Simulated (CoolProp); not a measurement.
A simple Rankine cycle with cyclohexane: condensing at 303.15 K, boiler at 1.43 MPa, turbine inlet 619 K, turbine efficiency 0.85, pump efficiency 0.7, no recuperator. Each further row changes one setting.

Computed with CoolProp (reference Helmholtz-energy equation of state, Zhou 2014).

```tsv
case	thermal efficiency (%)	net work (kJ/kg)	heat in (kJ/kg)	turbine exit temperature (K)	volume ratio over the turbine
as stated	20.1	205	1020	531.6	82.8
condensing temperature 295.15 K	21.3	221	1040	525.2	117
boiler pressure 1 MPa	18.7	193	1030	539.6	57.0
turbine efficiency 0.75	17.7	181	1020	541.7	84.3
```
